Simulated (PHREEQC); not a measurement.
A made-up water analysis in mg/kgw, 20 °C, pH 6.61, pe 11.2:

| constituent | mg/kgw |
|---|---|
| Na | 1.15 |
| K | 0.0145 |
| Ca | 1.43 |
| Mg | 0.034 |
| Cl | 2.05 |
| S(6) as SO4 | 1.05 |
| Alkalinity as HCO3 | 2.94 |
| Ba | 0.409 |
| N(5) as NO3 | 0.169 |
| Li | 0.000767 |
| Ni | 0.113 |

Valence states are taken as typed.

Computed with PHREEQC (ion-association model, wateq4f.dat).

Precipitation was switched off in this run.

### Question
What charge-balance error does the model give?

### Answer
charge-balance error 1.5 %.

### Question
In which forms is C present?

### Answer
HCO3- 63 %, CO2 37 % of the C.
